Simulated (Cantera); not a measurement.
A perfectly stirred reactor is fed with H₂ : O₂ : N₂ = 4.1 : 1 : 13 (molar parts), at 0.132 atm; it is held at 1325 K, and followed from long to short residence time.

Cantera simulation using the H2/O2 subset of GRI-Mech 3.0, which has no nitrogen chemistry; the numbers are that mechanism's predictions, not measurements. The temperature is held fixed by assumption; the heat of reaction is taken as removed at once.

x: mole fraction; the columns are a selection and need not sum to one.

```
τ (s)      x H₂      x O₂   x H₂O  x OH    x HO₂
-------  ------  --------  ------  ----  -------
5.6       0.122   1.35e-5   0.117     …  1.48e-9
2.0       0.121   2.29e-5   0.117     …  2.53e-9
0.70      0.120   3.98e-5   0.116     …  4.39e-9
0.25      0.118   6.98e-5   0.116     …  7.68e-9
0.089     0.115  0.000126   0.116     …  1.38e-8
0.032     0.111  0.000236   0.115     …  2.58e-8
0.011     0.104  0.000482   0.113     …  5.22e-8
0.0040   0.0974   0.00101   0.110     …  1.08e-7
0.0014   0.0916   0.00225   0.106     …  2.34e-7
0.00050  0.0923   0.00496  0.0977     …  4.94e-7
0.00018   0.107    0.0112  0.0836     …  1.02e-6
```

Problem. Fill in the missing entries.

Solution. 
- 5.6, x OH: 2.70e-5
- 2.0, x OH: 4.52e-5
- 0.70, x OH: 7.62e-5
- 0.25, x OH: 0.000127
- 0.089, x OH: 0.000212
- 0.032, x OH: 0.000350
- 0.011, x OH: 0.000580
- 0.0040, x OH: 0.000905
- 0.0014, x OH: 0.00133
- 0.00050, x OH: 0.00174
- 0.00018, x OH: 0.00200
